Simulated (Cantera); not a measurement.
A perfectly stirred reactor is fed with 10.3 % H₂, 9.35 % O₂, 80.4 % N₂, equivalence ratio 0.55, at 135 Torr; it is held at 950 K, and followed from long to short residence time.

Model: GRI-Mech 3.0 (53 species, 325 reactions), integrated in Cantera. The temperature is held fixed by assumption; the heat of reaction is taken as removed at once.

One state of this run: x H₂ = 0.0890; x O₂ = 0.0876; x H₂O₂ = 1.56e-7; x NO₂ = 1.22e-12; x H₂O = 0.0112; x H = 0.00546. x: mole fraction; the columns are a selection and need not sum to one.

### Question
Which value of τ (s) does it belong to?
A. 0.0013
B. 0.00016
C. 0.78
D. 0.27

### Answer
B, 0.00016
